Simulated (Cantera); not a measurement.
A Cantera script and its output.

```python
import numpy as np
import cantera as ct

gas = ct.Solution("gri30.yaml")
gas.TPX = 500, 420000, {'CH4': 1, 'H2': 0.042, 'O2': 2.5, 'N2': 9.41, 'H2O': 2.5}
flame = ct.FreeFlame(gas, width=0.015)
flame.set_refine_criteria(ratio=3, slope=0.08, curve=0.16)
flame.transport_model = "mixture-averaged"
flame.solve(loglevel=0, auto=True)
z, T = flame.grid, flame.T
thick = (T[-1] - T[0]) / np.gradient(T, z).max()
show = ['CH4', 'H2', 'O2', 'CH2', 'HCN', 'N2O']
print(f"laminar burning velocity  {flame.velocity[0] * 100:.3f} cm/s")
print(f"burnt temperature         {T[-1]:.1f} K")
print(f"thermal thickness         {thick * 1e3:.4f} mm")
print(f"grid points               {len(z)}")
z0 = z[flame.heat_release_rate.argmax()]
print(f"{'z/mm':>9s}{'T/K':>9s}{'u/(m/s)':>9s}" + "".join(f"{s:>11s}" for s in show))
rows = []
for k in (-3, -2, -1.5, -1, -0.5, -0.25, 0, 0.25, 0.5, 1, 2, 4, 8):
    zz = z0 + k * thick
    rows.append([k * thick, np.interp(zz, z, T), np.interp(zz, z, flame.velocity),
                 *(np.interp(zz, z, flame.X[gas.species_index(s)]) for s in show)])
    print(f"{rows[-1][0] * 1e3:9.3f}{rows[-1][1]:9.1f}{rows[-1][2]:9.3f}" + "".join(f"{x:11.3e}" for x in rows[-1][3:]))
```

Output:

```
laminar burning velocity  15.572 cm/s
burnt temperature         1881.4 K
thermal thickness         0.3425 mm
grid points               132
     z/mm      T/K  u/(m/s)        CH4         H2         O2        CH2        HCN        N2O
   -1.028    502.0    0.156  6.457e-02  2.942e-03  1.616e-01  1.778e-20  5.352e-11  8.924e-11
   -0.685    513.5    0.160  6.384e-02  3.200e-03  1.608e-01  8.309e-18  5.499e-10  9.407e-10
   -0.514    544.7    0.170  6.206e-02  3.456e-03  1.585e-01  2.967e-16  2.416e-09  4.219e-09
   -0.343    667.5    0.209  5.546e-02  3.850e-03  1.489e-01  5.831e-14  1.328e-08  2.420e-08
   -0.171   1047.3    0.330  3.508e-02  4.358e-03  1.150e-01  4.347e-10  6.541e-08  1.285e-07
   -0.086   1362.5    0.429  1.750e-02  4.593e-03  8.334e-02  1.008e-07  1.244e-07  2.547e-07
    0.000   1674.4    0.526  2.150e-03  3.918e-03  4.931e-02  5.287e-06  2.020e-07  4.506e-07
    0.086   1798.7    0.562  1.919e-05  1.998e-03  3.621e-02  2.996e-07  9.656e-08  6.813e-07
    0.171   1841.0    0.574  1.603e-07  1.125e-03  3.329e-02  2.858e-09  2.890e-08  7.628e-07
    0.343   1868.3    0.582  1.183e-10  4.512e-04  3.187e-02  2.116e-12  4.966e-09  6.371e-07
    0.685   1879.1    0.585  1.192e-13  1.535e-04  3.148e-02  8.041e-15  5.197e-10  3.354e-07
    1.370   1881.3    0.586  3.254e-14  9.476e-05  3.143e-02  1.701e-15  3.395e-11  2.007e-07
    2.740   1881.4    0.586  1.121e-14  9.078e-05  3.143e-02  5.685e-16  2.417e-12  1.883e-07
```

Model: GRI-Mech 3.0 (53 species, 325 reactions), integrated in Cantera. Burning velocities carry a grid error of a few per cent, more on coarse grids.
